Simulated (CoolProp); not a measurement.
The numbers come from the reference Helmholtz-energy equation of state, Thol 2017 in CoolProp.

### Question
Give the vapour pressure (bar), liquid density (kg/m³), vapour density (kg/m³), liquid cp (kJ/(kg K)) of saturated octamethyltrisiloxane (MDM) at 256.25 °C.

### Answer
```
T (°C)  p (bar)  liquid density (kg/m³)  vapour density (kg/m³)  liquid cp (kJ/(kg K))
------  -------  ----------------------  ----------------------  ---------------------
256.25     8.27                     502                    69.1                   2.59
```
